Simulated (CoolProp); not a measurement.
Vapour-liquid equilibrium of propylene (1) + propane (2) at 1.83 MPa; x and y are mole fractions of (1).

Model: multi-fluid Helmholtz-energy mixture model, Lemmon 2013 and Lemmon 2009; pair parameters Bell 2016, in CoolProp.

```csv
x,"bubble temperature, mixture model (°C)","bubble temperature, Raoult's law (°C)","y, mixture model","y, Raoult's law"
0.05,52.4,52.6,0.058,0.059
0.125,51.5,51.9,0.143,0.146
0.2,50.7,51.2,0.225,0.230
0.275,49.9,50.6,0.304,0.313
0.35,49.2,49.9,0.381,0.392
0.425,48.5,49.3,0.456,0.470
0.5,47.9,48.7,0.530,0.545
0.575,47.3,48.0,0.602,0.619
0.65,46.7,47.4,0.674,0.690
0.725,46.2,46.8,0.744,0.760
0.8,45.7,46.2,0.814,0.828
0.875,45.3,45.6,0.884,0.894
0.95,44.9,45.1,0.953,0.958
```

The largest gap from Raoult's law is -0.8 K in bubble temperature, at x = 0.5. No azeotrope shows between x = 0.05 and 0.95.

Pair parameters are fitted to limited data, so mixtures are less certain than the pure fluids.
